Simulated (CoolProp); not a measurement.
A Linde-Hampson liquefier for methane: isothermal reversible compression at 280 K from 1 atm to 20 MPa, throttling to 1 atm, return gas leaving the recuperator 2 K below the feed. Each further row changes one setting.

The numbers come from the reference Helmholtz-energy equation of state, Setzmann 1991 in CoolProp.

```tsv
case	liquid yield per pass	compression work (kJ/kg of gas)
as stated	0.235	714
high pressure 40 MPa	0.284	803
warm-end temperature 310 K	0.173	811
warm-end gap 7 K	0.225	714
```
